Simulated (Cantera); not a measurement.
A perfectly stirred reactor is fed with CO : H2 : O2 : N2 = 1 : 0.18 : 0.421 : 1.58 (molar parts), at 0.940 bar; it is adiabatic with a 423 K inlet, and is followed from long to short residence time, starting on the burning branch (τ in s: 0.12, 0.049, 0.019, 0.0075, 0.0029, 0.0011, 0.00045, 0.00018, 6.9e-05, 2.7e-05, 1.1e-05, 4.1e-06).

Computed with Cantera and GRI-Mech 3.0 (53 species, 325 reactions).

Task: What does this change do: pressure from 0.940 bar to 5.00 bar?

Result: 
```tsv
quantity	before	after
blow-out, bracketed by the residence times tried	burning at 69.0 µs, out at 27.0 µs	burning at 11.0 µs, out at 4.10 µs
x(CO) at τ = 0.120 s	0.127	0.121
x(H2) at τ = 0.120 s	0.00521	0.00485
x(O2) at τ = 0.120 s	0.00347	0.000933
x(H) at τ = 0.120 s	0.00171	0.000745
x(CO2) at τ = 0.120 s	0.233	0.240
x(CO) at τ = 0.450 ms	0.167	0.139
x(H2) at τ = 0.450 ms	0.00867	0.00596
x(O2) at τ = 0.450 ms	0.0270	0.0103
x(H) at τ = 0.450 ms	0.0206	0.00387
x(CO2) at τ = 0.450 ms	0.176	0.217
```
The hydrogen kinetics of GRI-Mech 3.0 are dated; newer H2 mechanisms differ, most at raised pressure.
